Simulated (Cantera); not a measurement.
A perfectly stirred reactor is fed with H2 : O2 = 0.038 : 1 (molar parts), equivalence ratio 0.019, at 10.00 Torr; it is held at 1450 K, and followed from long to short residence time.

Model: GRI-Mech 3.0 (53 species, 325 reactions), integrated in Cantera. Radical loss at walls, strong at low pressure, is not modelled. The temperature is held fixed by assumption; the heat of reaction is taken as removed at once.

**Question.** What does this change do: temperature 1450 to 1275 K?

**Answer.** 
| quantity | before | after |
|---|---|---|
| x(H2) at τ = 1.00 s | 0.000125 | 0.000119 |
| x(O2) at τ = 1.00 s | 0.955 | 0.958 |
| x(HO2) at τ = 1.00 s | 5.94e-7 | 9.81e-7 |
| x(H2O2) at τ = 1.00 s | 1.83e-8 | 4.04e-8 |
| x(H) at τ = 1.00 s | 0.000301 | 0.000226 |
| x(H2) at τ = 52.0 ms | 0.000496 | 0.000601 |
| x(O2) at τ = 52.0 ms | 0.939 | 0.944 |
| x(HO2) at τ = 52.0 ms | 1.10e-6 | 1.90e-6 |
| x(H2O2) at τ = 52.0 ms | 2.97e-8 | 6.09e-8 |
| x(H) at τ = 52.0 ms | 0.00200 | 0.00210 |
